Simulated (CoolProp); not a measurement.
Properties of R1234ze(E) at several states (Tc = 382.5 K, pc = 3.635 MPa, ω = 0.313).

Model: reference Helmholtz-energy equation of state, Thol 2016, in CoolProp.

```
T (K)  p (MPa)   phase  Joule-Thomson coefficient (K/MPa)  viscosity (µPa s)  Prandtl number
-----  -------  ------  ---------------------------------  -----------------  --------------
361.3     10.5  liquid                             0.1876                ___             ___
293.6     1.41  liquid                            -0.1298                ___             ___
414.2   0.0126     gas                              7.484                ___           0.766
406.9    0.969     gas                              8.470                ___             ___
209      0.272  liquid                            -0.3627                ___            7.65
```

### Question
Complete the blanks.

### Answer

- 361.3, viscosity (µPa s): 118
- 361.3, Prandtl number: 2.72
- 293.6, viscosity (µPa s): 202
- 293.6, Prandtl number: 3.61
- 414.2, viscosity (µPa s): 17.1
- 406.9, viscosity (µPa s): 16.9
- 406.9, Prandtl number: 0.794
- 209, viscosity (µPa s): 675

Viscosity comes from a separate model (Bell 2016), an estimate that may be off by 10 % or more. Thermal conductivity comes from a separate model (Perkins 2011).
